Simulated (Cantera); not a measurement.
CuO + CO + H2 (carbothermic reduction)

Input: 1 mol CuO, 0.61 mol CO, 0.26 mol H2, equilibrated at 160 Pa.

Equilibrium computed with Cantera from the NASA thermochemical tables; the gas is ideal and each condensed phase is pure. Candidate condensed phases: C, C6H6, C7H8, C8H18, Cu, CuO, Cu(OH)2, Cu2O, H2O; 113 gas species. Mutual solubility and eutectic melting of coexisting phases are not modelled. Kinetics and transport are ignored.

From 825 K to 1325 K the condensed part is Cu(s) + Cu2O(s). At 1425 K the condensed part is Cu(l) + Cu2O(s). At 1525 K the condensed part is Cu(l).

```
T (K)  log p CO2  log p H2O  log p O2  log p Cu  log p OH  log p CO  log p H2  n Cu(s)  n Cu2O(s)  n Cu(l)
-----  ---------  ---------  --------  --------  --------  --------  --------  -------  ---------  -------
825        -2.95      -3.32    -13.71    -14.51    -13.16     -9.45     -9.26    0.740      0.130        0
925        -2.95      -3.32    -11.40    -12.22    -11.47     -8.66     -8.73    0.740      0.130        0
1025       -2.95      -3.32     -9.55    -10.38    -10.11     -8.03     -8.29    0.740      0.130        0
1125       -2.95      -3.32     -8.04     -8.87     -9.00     -7.51     -7.92    0.740      0.130        0
1225       -2.95      -3.32     -6.78     -7.62     -8.06     -7.07     -7.61    0.740      0.130        0
1325       -2.95      -3.32     -5.71     -6.55     -7.27     -6.70     -7.34    0.744      0.128        0
1425       -2.96      -3.33     -4.70     -5.66     -6.57     -6.43     -7.16        0      0.108    0.783
1525       -2.99      -3.36     -3.96     -4.91     -6.01     -6.16     -6.96        0          0    0.993
```
log p: log10 of the partial pressure in bar; n: condensed amount in mol.
